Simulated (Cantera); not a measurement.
A closed system holds: 1 mol PbO, 0.16 mol H2, equilibrated at 1177 °C and 10.0 Torr.

Equilibrium computed with Cantera from the NASA thermochemical tables; the gas is ideal and each condensed phase is pure. Candidate condensed phases: H2O, Pb, PbO, PbO2, Pb3O4; 12 gas species. Gases not in the tables: (PbO)n polymers. The numbers say what is thermodynamically allowed, not how fast it happens.

Base state: PbO 0.342, Pb 0.329, H2O 0.327, O2 0.000983, H2 8.57e-5, OH 6.95e-5, Pb2 2.93e-5 (mole fractions); condensed: PbO(l).

What changes in the equilibrium state with this change: temperature from 1177 °C to 877 °C?


| species | before | after |
|---|---|---|
| H2O | 0.327 | 0.976 |
| Pb | 0.329 | 0.0217 |
| PbO | 0.342 | 0.00171 |
| O2 | 0.000983 | 2.39e-8 |
| OH | 6.95e-5 | 2.49e-7 |
| Pb2 | 2.93e-5 | 4.75e-7 |
| PbO(l), mol | 0.672 | 0 |
| Pb(l), mol | 0 | 0.156 |
| PbO(yellow), mol | 0 | 0.840 |
Mutual solubility and eutectic melting of coexisting phases are not modelled.

What changes in the equilibrium state with this change: PbO replaced by Pb?


| species | before | after |
|---|---|---|
| Pb | 0.329 | 0.862 |
| H2 | 8.57e-5 | 0.138 |
| Pb2 | 2.93e-5 | 0.000200 |
| PbO | 0.342 | 0 |
| H2O | 0.327 | 0 |
| O2 | 0.000983 | 0 |
| OH | 6.95e-5 | 0 |
| PbO(l), mol | 0.672 | 0 |
